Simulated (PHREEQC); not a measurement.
0.017 g of hydrous ferric oxide (600 m²/g; 0.2 weak and 0.005 strong sites per Fe, Dzombak-Morel constants, diffuse double layer) in 1 kg of water with 0.05 mol/kgw of an inert sodium salt, at 25 °C; the pH is set by adding NaOH or the inert anion's acid. Oxygen alone is held at its pressure in air (log pO2 = -0.68). No CO2 enters from the air. No solid was allowed to form.

Base run: PHREEQC, ion-association model, wateq4f.dat. Each further column changes one thing. The table gives surface charge σ (C/m²).

```csv
pH,base,background salt from 0.05 to 0.005 mol/kgw,oxide from 0.017 to 0.085 g/kgw
4,0.294,0.182,0.294
4.67,0.218,[?],0.218
5.33,0.146,0.069,0.146
6,0.089,[?],0.089
6.67,0.049,[?],0.049
7.33,0.022,[?],0.022
8,0.003,0.001,0.003
8.67,-0.015,-0.005,-0.015
9.33,-0.039,-0.014,-0.039
10,-0.074,[?],-0.074
10.67,-0.126,[?],-0.126
11.33,-0.195,-0.111,-0.196
12,-0.281,[?],-0.281
```

Question: Some entries are withheld; supply them.

Answer: 
- 4.67, background salt from 0.05 to 0.005 mol/kgw: 0.116
- 6, background salt from 0.05 to 0.005 mol/kgw: 0.037
- 6.67, background salt from 0.05 to 0.005 mol/kgw: 0.019
- 7.33, background salt from 0.05 to 0.005 mol/kgw: 0.008
- 10, background salt from 0.05 to 0.005 mol/kgw: -0.030
- 10.67, background salt from 0.05 to 0.005 mol/kgw: -0.059
- 12, background salt from 0.05 to 0.005 mol/kgw: -0.215
